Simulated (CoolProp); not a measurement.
Aqueous magnesium chloride as a coolant, at 39 °C, 1 atm.

The numbers come from the Melinder's fits for secondary coolants in CoolProp.

| mass % | freezing point (°C) | cp (kJ/(kg K)) | density (kg/m³) | conductivity (W/(m K)) | Prandtl number |
|---|---|---|---|---|---|
| 5.2 | -3.1 | 3.902 | 1035 | 0.617 | 5.00 |
| 8.6 | -6.4 | 3.714 | 1064 | 0.611 | 5.10 |
| 11.9 | -11.2 | 3.539 | 1092 | 0.603 | 5.66 |
| 15.2 | -17.2 | 3.379 | 1122 | 0.593 | 6.41 |
| 18.5 | -24.6 | 3.230 | 1152 | 0.583 | 7.38 |
| 21.9 | -35.1 | 3.071 | 1186 | 0.573 | 11.0 |
| 25.2 | -51.4 | 2.875 | 1221 | 0.563 | 39.7 |
